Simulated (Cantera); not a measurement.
Input (Python, Cantera) and output of one run.

```python
import numpy as np
import cantera as ct

gas_names = """
    CL CL2 H HCL H2 Si SiCL SiCL2 SiCL3 SiCL4 SiH SiHCL3 SiH2 SiH2CL2 SiH3 SiH3CL SiH4 Si2 Si3
""".split()
cond_names = """
    Si(cr) Si(L)
""".split()


# ... load() reads the species with a 1 bar reference pressure and builds the phases ...
atoms = {
    'SiH2Cl2': {'Si': 1, 'H': 2, 'CL': 2},
    'HCl': {'H': 1, 'CL': 1},
    'H2': {'H': 2},
}
top_T = {}  # K; cautious upper limits of use, not melting points


# ... equilibrate(T, P, feed) seeds the gas with the atoms and calls Mixture.equilibrate('TP', solver="vcs", rtol=1e-11, max_steps=5000) ...
results = []
T = 2500  # K
P = 22000  # Pa
for m in [0.026, 0.04, 0.061, 0.093, 0.14, 0.22, 0.33, 0.5, 0.76, 1.2, 1.8, 2.7, 4.1]:
    feed = {'SiH2Cl2': 1, 'HCl': m, 'H2': 3.4}  # mol
    mix = equilibrate(T, P, feed)
    results.append((T, P, feed, dict(zip(mix.species_names, mix.species_moles))))
    x = sorted(zip(gas.X, gas.species_names), reverse=True)
    print(f"T = {T:g} K  P = {P:g} Pa  n(HCl) = {m:g} mol  gas = {mix.phase_moles(0):.4g} mol")
    print("   x: " + "  ".join(f"{s} {v:.3e}" for v, s in x if v > 1e-06))
    print("   condensed (mol): " + ("  ".join(f"{mix.phase(i).name} {mix.phase_moles(i):.4g}"
          for i in range(1, mix.n_phases) if mix.phase_moles(i) > 1e-12) or "none"))
```

Output:

```
T = 2500 K  P = 22000 Pa  n(HCl) = 0.026 mol  gas = 5.736 mol
   x: H2 6.545e-01  HCL 1.829e-01  SiCL2 7.528e-02  H 4.337e-02  Si 2.158e-02  SiCL 9.837e-03  CL 8.563e-03  SiH 2.164e-03  SiH2 6.694e-04  Si2 5.761e-04  SiCL3 4.561e-04  Si3 9.955e-05  SiHCL3 5.321e-06  SiH2CL2 3.570e-06  SiCL4 1.727e-06  CL2 1.377e-06
   condensed (mol): Si(L) 0.3608
T = 2500 K  P = 22000 Pa  n(HCl) = 0.04 mol  gas = 5.75 mol
   x: H2 6.535e-01  HCL 1.833e-01  SiCL2 7.578e-02  H 4.333e-02  Si 2.158e-02  SiCL 9.869e-03  CL 8.591e-03  SiH 2.162e-03  SiH2 6.684e-04  Si2 5.761e-04  SiCL3 4.606e-04  Si3 9.955e-05  SiHCL3 5.369e-06  SiH2CL2 3.588e-06  SiCL4 1.749e-06  CL2 1.386e-06
   condensed (mol): Si(L) 0.3561
T = 2500 K  P = 22000 Pa  n(HCl) = 0.061 mol  gas = 5.773 mol
   x: H2 6.521e-01  HCL 1.840e-01  SiCL2 7.651e-02  H 4.328e-02  Si 2.158e-02  SiCL 9.917e-03  CL 8.632e-03  SiH 2.160e-03  SiH2 6.669e-04  Si2 5.761e-04  SiCL3 4.674e-04  Si3 9.955e-05  SiHCL3 5.441e-06  SiH2CL2 3.615e-06  SiCL4 1.784e-06  CL2 1.400e-06
   condensed (mol): Si(L) 0.349
T = 2500 K  P = 22000 Pa  n(HCl) = 0.093 mol  gas = 5.807 mol
   x: H2 6.499e-01  HCL 1.850e-01  SiCL2 7.763e-02  H 4.321e-02  Si 2.158e-02  SiCL 9.989e-03  CL 8.695e-03  SiH 2.156e-03  SiH2 6.646e-04  Si2 5.761e-04  SiCL3 4.776e-04  Si3 9.955e-05  SiHCL3 5.552e-06  SiH2CL2 3.655e-06  SiCL4 1.836e-06  CL2 1.420e-06
   condensed (mol): Si(L) 0.3383
T = 2500 K  P = 22000 Pa  n(HCl) = 0.14 mol  gas = 5.857 mol
   x: H2 6.467e-01  HCL 1.865e-01  SiCL2 7.925e-02  H 4.311e-02  Si 2.158e-02  SiCL 1.009e-02  CL 8.785e-03  SiH 2.151e-03  SiH2 6.614e-04  Si2 5.761e-04  SiCL3 4.927e-04  Si3 9.955e-05  SiHCL3 5.713e-06  SiH2CL2 3.713e-06  SiCL4 1.914e-06  CL2 1.450e-06
   condensed (mol): Si(L) 0.3224
T = 2500 K  P = 22000 Pa  n(HCl) = 0.22 mol  gas = 5.942 mol
   x: H2 6.414e-01  HCL 1.889e-01  SiCL2 8.198e-02  H 4.293e-02  Si 2.158e-02  SiCL 1.026e-02  CL 8.935e-03  SiH 2.142e-03  SiH2 6.560e-04  Si2 5.761e-04  SiCL3 5.183e-04  Si3 9.955e-05  SiHCL3 5.985e-06  SiH2CL2 3.809e-06  SiCL4 2.047e-06  CL2 1.499e-06
   condensed (mol): Si(L) 0.2953
T = 2500 K  P = 22000 Pa  n(HCl) = 0.33 mol  gas = 6.058 mol
   x: H2 6.344e-01  HCL 1.920e-01  SiCL2 8.563e-02  H 4.270e-02  Si 2.158e-02  SiCL 1.049e-02  CL 9.132e-03  SiH 2.130e-03  SiH2 6.489e-04  Si2 5.761e-04  SiCL3 5.533e-04  Si3 9.955e-05  SiHCL3 6.355e-06  SiH2CL2 3.936e-06  SiCL4 2.234e-06  CL2 1.566e-06
   condensed (mol): Si(L) 0.2579
T = 2500 K  P = 22000 Pa  n(HCl) = 0.5 mol  gas = 6.239 mol
   x: H2 6.242e-01  HCL 1.964e-01  SiCL2 9.109e-02  H 4.235e-02  Si 2.158e-02  SiCL 1.082e-02  CL 9.419e-03  SiH 2.113e-03  SiH2 6.384e-04  SiCL3 6.071e-04  Si2 5.761e-04  Si3 9.955e-05  SiHCL3 6.916e-06  SiH2CL2 4.120e-06  SiCL4 2.528e-06  CL2 1.666e-06
   condensed (mol): Si(L) 0.1995
T = 2500 K  P = 22000 Pa  n(HCl) = 0.76 mol  gas = 6.515 mol
   x: H2 6.099e-01  HCL 2.024e-01  SiCL2 9.901e-02  H 4.186e-02  Si 2.158e-02  SiCL 1.128e-02  CL 9.820e-03  SiH 2.089e-03  SiCL3 6.880e-04  SiH2 6.238e-04  Si2 5.761e-04  Si3 9.955e-05  SiHCL3 7.746e-06  SiH2CL2 4.375e-06  SiCL4 2.986e-06  CL2 1.811e-06
   condensed (mol): Si(L) 0.1092
T = 2500 K  P = 22000 Pa  n(HCl) = 1.2 mol  gas = 6.963 mol
   x: H2 5.869e-01  HCL 2.182e-01  SiCL2 1.084e-01  H 4.107e-02  Si 1.957e-02  SiCL 1.124e-02  CL 1.079e-02  SiH 1.858e-03  SiCL3 8.276e-04  SiH2 5.443e-04  Si2 4.736e-04  Si3 7.420e-05  SiHCL3 9.141e-06  SiH2CL2 4.609e-06  SiCL4 3.948e-06  CL2 2.187e-06
   condensed (mol): none
T = 2500 K  P = 22000 Pa  n(HCl) = 1.8 mol  gas = 7.532 mol
   x: H2 5.515e-01  HCL 2.628e-01  SiCL2 1.081e-01  H 3.981e-02  CL 1.340e-02  Si 1.265e-02  SiCL 9.024e-03  SiH 1.164e-03  SiCL3 1.025e-03  SiH2 3.305e-04  Si2 1.978e-04  Si3 2.004e-05  SiHCL3 1.098e-05  SiCL4 6.075e-06  SiH2CL2 4.319e-06  CL2 3.374e-06
   condensed (mol): none
T = 2500 K  P = 22000 Pa  n(HCl) = 2.7 mol  gas = 8.419 mol
   x: H2 5.011e-01  HCL 3.248e-01  SiCL2 1.028e-01  H 3.795e-02  CL 1.738e-02  Si 7.150e-03  SiCL 6.616e-03  SiCL3 1.264e-03  SiH 6.273e-04  SiH2 1.698e-04  Si2 6.324e-05  SiHCL3 1.290e-05  SiCL4 9.715e-06  CL2 5.675e-06  SiH2CL2 3.732e-06  Si3 3.621e-06
   condensed (mol): none
T = 2500 K  P = 22000 Pa  n(HCl) = 4.1 mol  gas = 9.839 mol
   x: H2 4.355e-01  HCL 4.043e-01  SiCL2 9.170e-02  H 3.537e-02  CL 2.321e-02  SiCL 4.420e-03  Si 3.578e-03  SiCL3 1.506e-03  SiH 2.926e-04  SiH2 7.384e-05  Si2 1.583e-05  SiCL4 1.545e-05  SiHCL3 1.433e-05  CL2 1.012e-05  SiH2CL2 2.893e-06
   condensed (mol): none
```

Cantera equilibrium calculation (NASA polynomials, part measured and part estimated; ideal gas, pure solids and liquids). The tables' values for SiCl, SiCl3 are old estimates; treat these amounts as uncertain. Gases not in the tables: Si2H6 and higher silanes.
